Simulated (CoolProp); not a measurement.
Computed with CoolProp (reference Helmholtz-energy equation of state, Thol 2021).

Task: Give the vapour pressure (MPa), vapour density (kg/m³), enthalpy of vaporisation (kJ/kg) of saturated chlorine at 297.6, 325.7, 339.8 K.

Result: 
```json
[
 {"T (K)": "297.6", "p (MPa)": "0.764", "vapour density (kg/m³)": "24.5", "enthalpy of vaporisation (kJ/kg)": "248"},
 {"T (K)": "325.7", "p (MPa)": "1.53", "vapour density (kg/m³)": "48.2", "enthalpy of vaporisation (kJ/kg)": "224"},
 {"T (K)": "339.8", "p (MPa)": "2.08", "vapour density (kg/m³)": "65.7", "enthalpy of vaporisation (kJ/kg)": "210"}
]
```
